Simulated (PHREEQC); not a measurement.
Dissolve 0.11 mol/kgw CuSO4, 0.18 mol/kgw ZnCl2 and 0.011 mol/kgw HCl at 25 °C. It is in equilibrium with CO2 at log p = 0 (atm). Otherwise closed; pH follows from the charge balance.

Model: ion-association model, wateq4f.dat, run in PHREEQC.

The ionic strength comes out as 0.644 mol/kgw. What activity coefficients do ZnCl3-, ZnHCO3+, HSO4-, ZnCl+, Cl- get?

ZnCl3- 0.63, ZnHCO3+ 0.74, HSO4- 0.65, ZnCl+ 0.63, Cl- 0.63.

No solid was allowed to form. Complexes and solids missing from the database can't appear.
